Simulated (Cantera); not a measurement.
**Thermodynamics of fluorocarbon and chlorocarbon gases, feed CCl4 + H2**

A closed system holds: 1 mol CCl4, 0.099 mol H2, at 1.10e-5 bar.

Method: chemical equilibrium by Gibbs-energy minimisation in Cantera with the NASA 1993 tables (ideal gas, pure condensed phases). Candidate condensed phases: C, C6H6, C7H8, C8H18; 91 gas species. The numbers say what is thermodynamically allowed, not how fast it happens.

```
T (°C)  log p Cl  log p Cl2  log p HCl  log p C  log p C3  log p H  n C(graphite)
------  --------  ---------  ---------  -------  --------  -------  -------------
427        -8.68      -5.00      -5.98     <-16      <-16     <-16          1.000
577        -7.06      -5.01      -5.99     <-16      <-16     <-16          1.000
727        -5.94      -5.05      -6.01     <-16      <-16     <-16           1.00
877        -5.24      -5.35      -6.12     <-16      <-16   -15.19           1.00
1027       -5.01      -6.20      -6.24     <-16      <-16   -13.22           1.00
1177       -4.98      -7.20      -6.26     <-16      <-16   -11.42           1.00
1327       -4.98      -8.04      -6.26   -15.20    -15.94    -9.91           1.00
1477       -4.98      -8.75      -6.27   -13.19    -13.62    -8.66           1.00
1627       -4.98      -9.35      -6.29   -11.50    -11.68    -7.63          1.000
1777       -4.98      -9.86      -6.41   -10.06    -10.04    -6.85          1.000
1927       -4.98     -10.30      -6.79    -8.82     -8.62    -6.45          0.997
2077       -4.98     -10.69      -7.36    -7.73     -7.38    -6.33          0.942
2227       -5.01     -11.09      -7.98    -6.78     -6.30    -6.32          0.283
2377       -5.03     -11.43      -8.55    -6.25     -6.28    -6.34              0
```
log p: log10 of the partial pressure in bar; n: condensed amount in mol.

From 427 °C to 2227 °C the condensed part is C(graphite). At 2377 °C nothing is condensed. The main C-bearing gas is CCl4 at 427 °C and C3 at 2377 °C.
